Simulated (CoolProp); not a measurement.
Normal hydrogen at 240.18 K and 0.194 MPa flows at 0.26 m/s in a round tube of 4.6 mm bore and 15 µm roughness, fully developed (64/Re and Nu = 3.66 if laminar; Colebrook and Gnielinski if turbulent). Each further row changes one setting.

Computed with CoolProp (reference Helmholtz-energy equation of state, Leachman 2009).

```
case               Reynolds number  Darcy friction factor  pressure drop (Pa/m)  heat-transfer coefficient (W/(m² K))  mass flow (kg/h)
-----------------  ---------------  ---------------------  --------------------  ------------------------------------  ----------------
as stated                     30.5                   2.10                  3.01                                   124           0.00304
velocity 0.52 m/s             61.0                   1.05                  6.03                                   124           0.00608
diameter 9.2 mm               61.0                   1.05                 0.753                                  62.2            0.0122
```

Viscosity comes from a separate model (Muzny 2013). Thermal conductivity comes from a separate model (Assael 2011).
